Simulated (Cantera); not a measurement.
A perfectly stirred reactor is fed with 15.6 % CO, 12.3 % H₂, 14.5 % O₂, 54.7 % N₂, 2.81 % CO₂, equivalence ratio 0.96, at 10.0 bar; it is adiabatic with a 425 K inlet, and is followed from long to short residence time, starting on the burning branch (τ in s: 0.12, 0.053, 0.023, 0.01, 0.0045, 0.002, 0.00087, 0.00038, 0.00017, 7.4e-05, 3.3e-05, 1.4e-05).

Cantera simulation using GRI-Mech 3.0 (53 species, 325 reactions); the numbers are that mechanism's predictions, not measurements. The hydrogen kinetics of GRI-Mech 3.0 are dated; newer H2 mechanisms differ, most at raised pressure.

Q: Predict: blow-out, bracketed by the residence times tried; x(CO) at τ = 0.120 s; x(H₂) at τ = 0.120 s; x(O₂) at τ = 0.120 s; x(OH) at τ = 0.120 s; x(O) at τ = 0.120 s; x(CO) at τ = 0.870 ms; x(H₂) at τ = 0.870 ms; x(O₂) at τ = 0.870 ms; x(OH) at τ = 0.870 ms; x(O) at τ = 0.870 ms.

A: 
```
Quantity                                                                          Result
------------------------------------------------  --------------------------------------
blow-out, bracketed by the residence times tried  burning at 14.0 µs, the shortest tried
x(CO) at τ = 0.120 s                                                              0.0143
x(H₂) at τ = 0.120 s                                                             0.00168
x(O₂) at τ = 0.120 s                                                              0.0116
x(OH) at τ = 0.120 s                                                             0.00365
x(O) at τ = 0.120 s                                                             0.000339
x(CO) at τ = 0.870 ms                                                             0.0217
x(H₂) at τ = 0.870 ms                                                            0.00259
x(O₂) at τ = 0.870 ms                                                             0.0170
x(OH) at τ = 0.870 ms                                                            0.00485
x(O) at τ = 0.870 ms                                                            0.000673
```
